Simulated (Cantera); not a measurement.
A Cantera script and what it prints.

```python
import numpy as np
import cantera as ct

gas_names = """
    H H2 N NH NH2 NH3 N2 N2H2 N2H4 Si SiH SiH2 SiH3 SiH4 SiN Si2 Si2N Si3
""".split()
cond_names = """
    Si(cr) Si(L) Si3N4(a)
""".split()


def load(file, names, dense=False):
    # The tables refer to 1 bar. Condensed volumes are neglected.
    table = {s.name: s for s in ct.Species.list_from_file(file)}
    out = []
    for n in names:
        d = dict(table[n].input_data)
        d["thermo"] = dict(d["thermo"], **{"reference-pressure": 1e5})
        if dense:
            d["equation-of-state"] = {"model": "constant-volume", "density": "1e6 g/cm^3"}
        out.append(ct.Species.from_dict(d))
    return out


gas = ct.Solution(thermo="ideal-gas", species=load("nasa_gas.yaml", gas_names))
cond = {s.name: ct.Solution(thermo="fixed-stoichiometry", species=[s], name=s.name)
        for s in load("nasa_condensed.yaml", cond_names, dense=True)}
atoms = {
    'Si': {'Si': 1},
    'NH3': {'N': 1, 'H': 3},
    'H2': {'H': 2},
}
top_T = {'Si3N4(a)': 2400}  # K; cautious upper limits of use, not melting points


def equilibrate(T, P, feed):
    n = {}
    for name, mol in feed.items():
        for a, k in atoms[name].items():
            n[a] = n.get(a, 0.0) + k * mol
    gas.TPX = T, P, n
    mass = sum(n.values()) * gas.mean_molecular_weight
    gas.equilibrate("TP")
    valid = [c for c in cond.values() if c.min_temp <= T <= top_T.get(c.name, c.max_temp)]
    mix = ct.Mixture([(gas, mass / gas.mean_molecular_weight)] + [(c, 0.0) for c in valid])
    mix.T, mix.P = T, P
    mix.equilibrate("TP", solver="vcs", rtol=1e-11, max_steps=5000)
    return mix


results = []
feed = {'Si': 1, 'NH3': 1.8, 'H2': 2.6}  # mol
T = 650  # K
P = 1333.22  # Pa
mix = equilibrate(T, P, feed)
results.append((T, P, feed, dict(zip(mix.species_names, mix.species_moles))))
print(gas.report(threshold=0.001))
for i in range(1, mix.n_phases):
    print(f"{mix.phase(i).name:16s} {mix.phase_moles(i):12.5e} mol")
```

It prints:

```
       temperature   650 K
          pressure   1333.2 Pa
           density   0.00076782 kg/m^3
  mean mol. weight   3.1125 kg/kmol
   phase of matter   gas

                          1 kg             1 kmol
                     ---------------   ---------------
          enthalpy        3.3057e+06        1.0289e+07  J
   internal energy        1.5693e+06        4.8845e+06  J
           entropy             62133        1.9339e+05  J/K
    Gibbs function       -3.7081e+07       -1.1541e+08  J
 heat capacity c_p            9421.6             29324  J/K
 heat capacity c_v            6750.3             21010  J/K

                      mass frac. Y      mole frac. X     chem. pot. / RT
                     ---------------   ---------------   ---------------
                H2           0.62039           0.95781           -20.913
                N2           0.37935          0.042147           -31.369
     [  +16 minor]        0.00026289        4.8043e-05

Si(cr)            0.00000e+00 mol
Si3N4(a)          3.33333e-01 mol
```

These are equilibrium values from Cantera (NASA tables, ideal gas, pure condensed phases), not measurements of a reactor.
